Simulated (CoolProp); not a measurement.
Vapour-liquid equilibrium of hydrogen sulfide (1) + n-pentane (2) at 0.849 MPa; x and y are mole fractions of (1).

The numbers come from the multi-fluid Helmholtz-energy mixture model, Lemmon 2006 and Thol 2019; pair parameters Kunz 2012 in CoolProp.

```
x     bubble temperature (K)  y at the bubble point  dew temperature at overall composition x (K)  liquid density (mol/L)
----  ----------------------  ---------------------  --------------------------------------------  ----------------------
0.05                   370.9                  0.324                                         387.1                   7.678
0.2                    319.3                  0.841                                         378.6                   9.366
0.35                   293.8                  0.942                                         369.1                   10.92
0.5                    283.0                  0.967                                         358.3                   12.60
0.65                   277.4                  0.978                                         344.9                   14.75
0.8                    273.0                  0.986                                         326.3                   17.80
0.95                   268.3                  0.996                                         290.7                   22.60
```

No azeotrope shows between x = 0.05 and 0.95.

The pair parameters rest on a limited set of measurements; away from them the model extrapolates. The gap from Raoult's law changes sign with composition, which may be real or a fault of the pair parameters; it wasn't checked against measurements.
